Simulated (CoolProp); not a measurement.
Vapour-liquid equilibrium of hydrogen chloride (1) + propane (2) at 175.9 K; x and y are mole fractions of (1).

The numbers come from the multi-fluid Helmholtz-energy mixture model, Thol 2018 and Lemmon 2009; pair parameters Bell 2016 in CoolProp.

```
x     bubble pressure, mixture model (MPa)  bubble pressure, Raoult's law (MPa)  y, mixture model  y, Raoult's law
----  ------------------------------------  -----------------------------------  ----------------  ---------------
0.05                               0.01390                             0.005859             0.748            0.408
0.15                               0.02893                              0.01028             0.888            0.698
0.25                               0.03767                              0.01470             0.919            0.814
0.35                               0.04195                              0.01912             0.931            0.876
0.45                               0.04357                              0.02353             0.935            0.915
0.55                               0.04392                              0.02795             0.936            0.941
0.65                               0.04398                              0.03237             0.937            0.961
0.75                               0.04434                              0.03679             0.939            0.975
0.85                               0.04534                              0.04121             0.947            0.987
0.95                               0.04697                              0.04563             0.974            0.996
```

The largest gap from Raoult's law is +181.4 % in bubble pressure, at x = 0.15. No azeotrope shows between x = 0.05 and 0.95.

The pair parameters rest on a limited set of measurements; away from them the model extrapolates. With so large a gap from Raoult's law the liquid may split in two, which this calculation doesn't test in full.
